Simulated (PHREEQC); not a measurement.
Dissolve 0.0062 mol Fe(NO3)3 and 0.00068 mol H3BO3 per kg of water at 50 °C. Closed to the air; pH follows from the charge balance.

Computed with PHREEQC (ion-association model, phreeqc.dat).

No solid was allowed to form.

Problem. Predict the pH, ionic strength.

Solution. pH 2.33; ionic strength 0.0290 mol/kgw.

Problem. In which forms is Fe present?

Solution. FeOH+2 57 %, Fe+3 19 %, Fe2(OH)2+4 17 %, Fe(OH)2+ 5.9 %, Fe3(OH)4+5 0.9 % of the Fe.

Examples of supersaturated solids here: Hematite (slow to form), Goethite (slow to form). Others may be too. Complexes and solids missing from the database can't appear. At this temperature some constants are extrapolated from 25 °C, and those without enthalpy data are left unchanged.
